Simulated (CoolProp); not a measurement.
Computed with CoolProp (reference Helmholtz-energy equation of state, Younglove 1994). It is a modified Benedict-Webb-Rubin equation, recast in Helmholtz form.

Task: For R123, give the phase and the Z, conductivity (mW/(m K)) at 31.65 °C and 5.33 MPa; 128.95 °C and 5.33 MPa.

Result: 
- 31.65 °C and 5.33 MPa: liquid; Z 0.220, conductivity 76.7
- 128.95 °C and 5.33 MPa: liquid; Z 0.206, conductivity 55.1

Thermal conductivity comes from a separate model (Laesecke 1996).
